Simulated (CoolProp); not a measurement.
Octamethylcyclotetrasiloxane (D4) at 466.92 K and 0.08 MPa is compressed adiabatically to 0.224 MPa with isentropic efficiency 0.6. Each further row changes one setting.

Computed with CoolProp (reference Helmholtz-energy equation of state, Thol 2015).

```tsv
case	work (kJ/kg)	final phase	final density (kg/m³)
as stated	20.5	two-phase, vapour fraction 0.973	19.7
efficiency 1	12.3	two-phase, vapour fraction 0.902	21.2
efficiency 0.65	19.0	two-phase, vapour fraction 0.959	20.0
```
